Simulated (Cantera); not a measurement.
Feed: 1 mol S, 0.26 mol SO₂, at 1073.15 K and 5600000 Pa.

Cantera equilibrium calculation (NASA polynomials, part measured and part estimated; ideal gas, pure solids and liquids). Candidate condensed phases: S; 10 gas species. The ideal-gas law is rough above about 30 bar. Gases not in the tables: S₃ to S₇. The numbers say what is thermodynamically allowed, not how fast it happens.

Task: What is the equilibrium state?

Result: 
- x(SO₂) = 0.712
- x(S₂) = 0.221
- x(S₂O) = 0.0419
- x(S₈) = 0.0258
- x(SO) = 3.78e-5
- n(S(l)) = 0.748 mol
- gas amount = 0.3549 mol
